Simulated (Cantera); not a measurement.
A perfectly stirred reactor is fed with H2 : O2 = 0.035 : 1 (molar parts), equivalence ratio 0.018, at 20.0 Torr; it is held at 1325 K, and followed from long to short residence time.

Computed with Cantera and GRI-Mech 3.0 (53 species, 325 reactions). Radical loss at walls, strong at low pressure, is not modelled. The temperature is held fixed by assumption; the heat of reaction is taken as removed at once.

Question: What does this change do: O2 1 to 0.33 parts?

Answer: 
| quantity | before | after |
|---|---|---|
| x(H2) at τ = 9.90 s | 1.51e-5 | 3.77e-5 |
| x(O2) at τ = 9.90 s | 0.965 | 0.899 |
| x(H) at τ = 9.90 s | 6.70e-6 | 1.25e-5 |
| x(OH) at τ = 9.90 s | 0.000466 | 0.000800 |
| x(H2O) at τ = 9.90 s | 0.0341 | 0.100 |
| x(H2) at τ = 18.0 ms | 0.000607 | 0.00179 |
| x(O2) at τ = 18.0 ms | 0.948 | 0.874 |
| x(H) at τ = 18.0 ms | 0.00162 | 0.00489 |
| x(OH) at τ = 18.0 ms | 0.00297 | 0.00583 |
| x(H2O) at τ = 18.0 ms | 0.0311 | 0.0919 |
